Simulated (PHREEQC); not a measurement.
A made-up water analysis in mg/L, 85 °C, pH 2.47, pe 9.3:

```
constituent   mg/L
-----------  -----
Na            97.1
K              676
Ca            45.8
Mg           0.595
Cl             258
S(6) as SO4   1120
F              5.7
Cu(2)         45.8
Zn            20.7
```

Valence states are taken as typed.

The numbers come from PHREEQC with the ion-association model, wateq4f.dat.

Each row changes one thing in this solution. Precipitation was switched off in this run.

```csv
case,ionic strength (mol/kgw),K+ (mol/kgw),SO4-2 (mol/kgw),HSO4- (mol/kgw),Ca+2 (mol/kgw),Cu+2 (mol/kgw),SI of Gypsum (CaSO4:2H2O),SI of Fluorite (CaF2)
as made,0.0327,0.0166,0.00541,0.00486,0.000804,0.000489,-1.23,-2.76
all concentrations times 3 at the same typed pH,0.0918,0.0479,0.0164,0.0115,0.00206,0.00119,-0.62,-1.52
Cl from 258 to 129 mg/L,0.0308,0.0166,0.00537,0.00488,0.000798,0.000505,-1.22,-2.76
temperature from 85 to 60 °C at the same typed pH,0.0350,0.0167,0.00703,0.00319,0.000780,0.000488,-1.23,-2.24
```

Complexes and solids missing from the database can't appear. At this temperature some constants are extrapolated from 25 °C, and those without enthalpy data are left unchanged.
